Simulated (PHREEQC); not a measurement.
1 kg of water holding 18 mmol/kgw NaCl meets 20 L of dry gas (CO2 0.35, CH4 0.65 by moles) at fixed total pressure, at 5 atm; fugacities by Peng-Robinson. The gases take part in no redox reaction, some water evaporates into the gas, and hydrates or a liquid gas phase aren't modelled. Precipitation was switched off in this run.

Computed with PHREEQC (ion-association model, phreeqc.dat).

```csv
T (°C),dissolved CO2 (all carbonate carbon) (mol/kgw),φ of CO2,p of CO2 (atm)
10,0.0872,0.969,1.68
20,0.0642,0.972,1.69
30,0.0492,0.975,1.70
40,0.0391,0.977,1.69
50,0.0320,0.979,1.68
60,0.0267,0.981,1.66
70,0.0227,0.982,1.62
80,0.0195,0.984,1.57
90,0.0167,0.985,1.49
```

Constants without temperature data keep their 25 °C values here.
